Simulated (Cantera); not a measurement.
A closed system holds: 1 mol B, 2.1 mol O2, 69 mol N2, held at 33.0 Torr.

These are equilibrium values from Cantera (NASA tables, ideal gas, pure condensed phases), not measurements of a reactor. Candidate condensed phases: B, BN, B2O3; 17 gas species. The numbers say what is thermodynamically allowed, not how fast it happens. All values below are at 1052 °C.

Base state: N2 0.981, O2 0.0191, NO 0.000156 (mole fractions); condensed: B2O3(l).

Task: What changes in the equilibrium state with this change: pressure from 33.0 Torr to 0.158 Torr?

Result: 
| species | before | after |
|---|---|---|
| N2 | 0.981 | 0.979 |
| O2 | 0.0191 | 0.0191 |
| B2O3 | 8.33e-6 | 0.00175 |
| BO2 | 1.31e-6 | 7.20e-5 |
| NO | 0.000156 | 0.000156 |
| B2O3(l), mol | 0.499 | 0.374 |
